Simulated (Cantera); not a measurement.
An isothermal, constant-pressure homogeneous reactor starts with CH4 : H2O = 1 : 0.22 (molar parts), at 1675 K and 1.00 bar.

Model: GRI-Mech 3.0 (53 species, 325 reactions), integrated in Cantera. GRI-Mech 3.0 stops at C3 and has no aromatics, soot or wall deposition, so with more carbon than oxygen in the feed, carbon stays in small species such as C2H2 where larger ones or solid carbon would form.

One state of this run: x CH4 = 0.139; x H2O = 0.108; x HCO = 1.05e-9; x H2 = 0.562; x CH2O = 4.56e-7. x: mole fraction; the columns are a selection and need not sum to one.

**Question.** Which value of t (s) does it belong to?
A. 0.0447
B. 3.78e-5
C. 5.00e-6
D. 1.37e-5

**Answer.** A, 0.0447
